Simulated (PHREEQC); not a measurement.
**Nickel, zinc or cadmium bath (model solution)**

Solution (25 °C): 0.02 mol CdSO4 and 0.04 mol HCl per kg of water. Closed to the air; pH follows from the charge balance.

Computed with PHREEQC (ion-association model, wateq4f.dat).

The pH is 1.59 and the ionic strength is 0.0695 mol/kgw. The total alkalinity is -40.0 meq/kg.

```tsv
species	molality	activity	log γ
H+	0.0305	0.0256	-0.076
Cl-	0.0298	0.0236	-0.102
HSO4-	0.00952	0.00762	-0.097
CdCl+	0.00879	0.00705	-0.096
Cd+2	0.00757	0.00313	-0.383
SO4-2	0.00731	0.00306	-0.378
CdSO4	0.00272	0.00277	0.007
CdCl2	0.000682	0.000692	0.007
Cd(SO4)2-2	0.000224	9.28e-5	-0.383
CdCl3-	1.28e-5	1.03e-5	-0.096
```

No solid was allowed to form. Species that the database lacks are ignored.
